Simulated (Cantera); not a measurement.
# SiCl₄ + HCl + H₂ (chlorosilane synthesis and conversion)

Charge: 1 mol SiCl₄, 0.63 mol HCl, 8.1 mol H₂, at 308 Torr.

Equilibrium computed with Cantera from the NASA thermochemical tables; the gas is ideal and each condensed phase is pure. Candidate condensed phases: Si; 19 gas species. The tables' values for SiCl₃ are old estimates; treat these amounts as uncertain. The numbers say what is thermodynamically allowed, not how fast it happens.

From 750 K to 1550 K nothing is condensed. The main Si-bearing gas is SiCl₄ at 750 K and SiCl₂ at 1550 K.

```
T (K)  log p H₂  log p HCl  log p SiCl₄  log p SiCl₂  log p SiHCl₃  log p SiCl₃  log p SiH₂Cl₂
-----  --------  ---------  -----------  -----------  ------------  -----------  -------------
750       -0.47      -1.57        -1.38       -10.38         -3.62        -7.01          -6.99
850       -0.47      -1.56        -1.38        -7.93         -3.07        -5.58          -5.81
950       -0.47      -1.54        -1.40        -6.05         -2.67        -4.48          -4.93
1050      -0.47      -1.51        -1.42        -4.58         -2.37        -3.63          -4.27
1150      -0.48      -1.45        -1.47        -3.45         -2.18        -2.98          -3.80
1250      -0.49      -1.37        -1.55        -2.63         -2.11        -2.52          -3.54
1350      -0.50      -1.26        -1.69        -2.10         -2.18        -2.24          -3.50
1450      -0.52      -1.15        -1.93        -1.79         -2.36        -2.14          -3.60
1550      -0.54      -1.08        -2.26        -1.61         -2.64        -2.16          -3.79
```
log p: log10 of the partial pressure in bar; nothing condenses.
